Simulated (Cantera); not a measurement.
An isothermal plug-flow reactor at 450 K and 1.00 bar (inlet), inlet velocity 0.089 m/s, active area per volume 1100 1/m; feed H₂ : O₂ : N₂ = 0.0089 : 0.14 : 0.79 (molar parts), equivalence ratio 0.032.

Model: Deutschmann's 1995 Pt surface mechanism with GRI-Mech 3.0 gas chemistry, integrated in Cantera. Catalytic surfaces can have several steady states; this one follows from the mechanism file's or the stated starting coverage. Mass transfer to the wall is taken as infinitely fast.

Predict: x(H₂) at z = 0.012 m; x(O₂) at z = 0.012 m; x(H₂O) at z = 0.012 m; θ(O*) at the exit; θ(OH*) at the exit.


* **x(H₂) at z = 0.012 m**: 2.77e-5
* **x(O₂) at z = 0.012 m**: 0.145
* **x(H₂O) at z = 0.012 m**: 0.00950
* **θ(O*) at the exit**: 0.996
* **θ(OH*) at the exit**: 0.00411
